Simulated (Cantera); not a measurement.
Feed: 1 mol TiC, 0.13 mol H2, at 54.0 Pa.

Cantera equilibrium calculation (NASA polynomials, part measured and part estimated; ideal gas, pure solids and liquids). Candidate condensed phases: C, C6H6, C7H8, C8H18, Ti, TiC; 89 gas species. Ions and electrons are included (thermal ionisation). The numbers say what is thermodynamically allowed, not how fast it happens. All values below are at 5000 K.

Base state: C 0.337, e- 0.238, Ti+ 0.238, Ti 0.0999, H 0.0877, C2 4.10e-5 (mole fractions); condensed: gas only.

Task: What changes in the equilibrium state with this change: H2 from 0.13 to 0.59 mol?

Result: 
```
species   before    after
-------  -------  -------
H         0.0877    0.300
C          0.337    0.255
e-         0.238    0.190
Ti        0.0999   0.0642
Ti+        0.238    0.190
C2       4.10e-5  2.33e-5
```
